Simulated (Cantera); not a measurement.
N2O furnace oxynitridation

An isothermal, constant-pressure homogeneous reactor starts with 60.9 % N2O, 39.0 % N2, 0.122 % H2O, at 1175 K and 0.220 bar.

Computed with Cantera and GRI-Mech 3.0 (53 species, 325 reactions). GRI-Mech 3.0 was tuned for natural gas; its chemistry of N2O as a main component is partial and can be far from experiment. The mechanism lacks the step 2 NO + O2 → 2 NO2, which can matter for NO2 below about 1400 K. The temperature is held fixed by assumption; the heat of reaction is taken as removed at once.

```csv
t (s),x N2O,x N2,x NO,x O2,x NO2,x O
0.000200,0.609,0.390,7.32e-7,3.49e-6,1.79e-12,1.20e-6
0.000860,0.609,0.390,3.89e-6,1.85e-5,9.13e-11,1.22e-6
0.00369,0.609,0.390,1.75e-5,8.33e-5,1.34e-8,1.22e-6
0.0159,0.608,0.390,7.46e-5,0.000362,1.17e-6,1.22e-6
0.0682,0.605,0.392,0.000306,0.00155,1.78e-5,1.21e-6
0.293,0.590,0.401,0.00129,0.00659,6.14e-5,1.18e-6
1.26,0.533,0.434,0.00527,0.0266,8.42e-5,1.16e-6
5.41,0.353,0.539,0.0176,0.0894,9.52e-5,1.09e-6
23.3,0.0829,0.697,0.0343,0.184,0.000107,7.33e-7
100,0.00164,0.746,0.0369,0.214,0.000183,4.41e-8
```
x: mole fraction; the columns are a selection and need not sum to one.

Equilibrium at this temperature and pressure: N2O 5.53e-9, N2 0.766, NO 0.000168, O2 0.233, NO2 1.58e-6, O 1.51e-8 (gas phase only).
